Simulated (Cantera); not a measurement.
An adiabatic, constant-pressure homogeneous reactor starts with 2.26 % C3H8, 20.5 % O2, 77.2 % N2, at 1523 K and 350000 Pa.

Detailed kinetics in Cantera: GRI-Mech 3.0 (53 species, 325 reactions). GRI-Mech 3.0 was tuned for natural gas; its chemistry of propane as a main component is partial and can be far from experiment.

One state of this run: T (K) = 2544; x C3H8 = <1e-12; x O2 = 0.0819; x C2H6 = <1e-12; x NO = 0.0151; x HO2 = 9.77e-6. x: mole fraction; the columns are a selection and need not sum to one.

Which value of t (s) does it belong to?
(A) 0.0329
(B) 8.00e-6
(C) 4.23e-5
(D) 1.84e-5

A, 0.0329
